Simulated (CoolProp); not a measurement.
Vapour-liquid equilibrium of R22 (1) + c-C4F8 (RC318) (2) at 337.3 K; x and y are mole fractions of (1).

Model: multi-fluid Helmholtz-energy mixture model, Kamei 1995 and Platzer 1990; pair parameters Bell 2016, in CoolProp. This equation is an older, rougher fit; its heat capacities, sound speeds and derivatives of the liquid may be far off and weren't checked against measurements.

Question: Give the bubble pressure and the first vapour's composition at x = 0.2, 0.65, 0.95. Is there an azeotrope?

Answer: x = 0.2: 1.243 MPa, y = 0.366; x = 0.65: 2.237 MPa, y = 0.791; x = 0.95: 2.620 MPa, y = 0.959. No azeotrope shows between x = 0.05 and 0.95.

Pair parameters are fitted to limited data, so mixtures are less certain than the pure fluids. The gap from Raoult's law changes sign with composition, which may be real or a fault of the pair parameters; it wasn't checked against measurements.
